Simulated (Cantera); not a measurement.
A Cantera script and what it prints.

```python
import numpy as np
import cantera as ct

gas_names = """
    Cu CuF CuF2 Cu2 F F2
""".split()
cond_names = """
    Cu(cr) Cu(L) CuF2(s) CuF2(L)
""".split()


def load(file, names, dense=False):
    # The tables refer to 1 bar. Condensed volumes are neglected.
    table = {s.name: s for s in ct.Species.list_from_file(file)}
    out = []
    for n in names:
        d = dict(table[n].input_data)
        d["thermo"] = dict(d["thermo"], **{"reference-pressure": 1e5})
        if dense:
            d["equation-of-state"] = {"model": "constant-volume", "density": "1e6 g/cm^3"}
        out.append(ct.Species.from_dict(d))
    return out


gas = ct.Solution(thermo="ideal-gas", species=load("nasa_gas.yaml", gas_names))
cond = {s.name: ct.Solution(thermo="fixed-stoichiometry", species=[s], name=s.name)
        for s in load("nasa_condensed.yaml", cond_names, dense=True)}
atoms = {
    'Cu': {'Cu': 1},
    'F2': {'F': 2},
}
top_T = {}  # K; cautious upper limits of use, not melting points


def equilibrate(T, P, feed):
    n = {}
    for name, mol in feed.items():
        for a, k in atoms[name].items():
            n[a] = n.get(a, 0.0) + k * mol
    gas.TPX = T, P, n
    mass = sum(n.values()) * gas.mean_molecular_weight
    gas.equilibrate("TP")
    valid = [c for c in cond.values() if c.min_temp <= T <= top_T.get(c.name, c.max_temp)]
    mix = ct.Mixture([(gas, mass / gas.mean_molecular_weight)] + [(c, 0.0) for c in valid])
    mix.T, mix.P = T, P
    mix.equilibrate("TP", solver="vcs", rtol=1e-11, max_steps=5000)
    return mix


results = []
T = 1275  # K
P = 4.6  # Pa
for m in [0.49, 0.66, 0.9, 1.2, 1.6, 2.2, 3, 4, 5.4, 7.2]:
    feed = {'Cu': 1, 'F2': m}  # mol
    mix = equilibrate(T, P, feed)
    results.append((T, P, feed, dict(zip(mix.species_names, mix.species_moles))))

top = {s: max(r[3][s] / sum(r[3][g] for g in gas_names) for r in results) for s in gas_names}
cols = sorted((s for s in top if top[s] > 0.001), key=lambda s: -top[s])[:9]
seen = [c for c in cond_names if any(r[3].get(c, 0) > 1e-12 for r in results)]
print("log10 of partial pressures in bar; condensed amounts in mol")
print(f"{'n(F2)':>10s}" + "".join(f"{s[:9]:>10s}" for s in cols + seen))
for T, P, feed, n in results:
    ng = sum(n[g] for g in gas_names)
    print(f"{feed['F2']:10.4g}" + "".join(f"{np.log10(max(n[s] / ng * P / 1e5, 1e-99)):10.3f}" for s in cols)
          + "".join(f"{n.get(c, 0):10.4g}" for c in seen))
```

Output:

```
log10 of partial pressures in bar; condensed amounts in mol
     n(F2)       CuF         F      CuF2        Cu    Cu(cr)
      0.49    -4.341    -9.461    -6.472    -7.063   0.02532
      0.66    -4.505    -7.659    -4.833    -9.028         0
       0.9    -5.029    -6.739    -4.438   -10.472         0
       1.2    -6.938    -4.879    -4.486   -14.242         0
       1.6    -7.411    -4.600    -4.681   -14.993         0
       2.2    -7.712    -4.488    -4.870   -15.405         0
         3    -7.933    -4.434    -5.037   -15.681         0
         4    -8.109    -4.404    -5.183   -15.887         0
       5.4    -8.276    -4.384    -5.329   -16.074         0
       7.2    -8.424    -4.371    -5.465   -16.236         0
```

These are equilibrium values from Cantera (NASA tables, ideal gas, pure condensed phases), not measurements of a reactor.
